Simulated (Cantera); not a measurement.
Feed: 1 mol Si₂H₆, 4.6 mol NO, 0.97 mol H₂, held at 1400 °C.

Equilibrium computed with Cantera from the NASA thermochemical tables; the gas is ideal and each condensed phase is pure. Candidate condensed phases: H₂O, Si, SiO₂, Si₂N₂O, Si₃N₄; 35 gas species. The feed counts by its element totals alone. The tables hold silica as quartz up to 1696 K and as liquid above; real silica turns to tridymite and cristobalite and melts near 1996 K. Kinetics and transport are ignored.

Question: At 5.00e-5 bar, list the 4 most abundant gas species with their mole fractions, and the condensed phases.

Answer: H₂ 0.507, N₂ 0.360, H₂O 0.108, SiO 0.0141. Condensed: SiO₂(β-quartz).
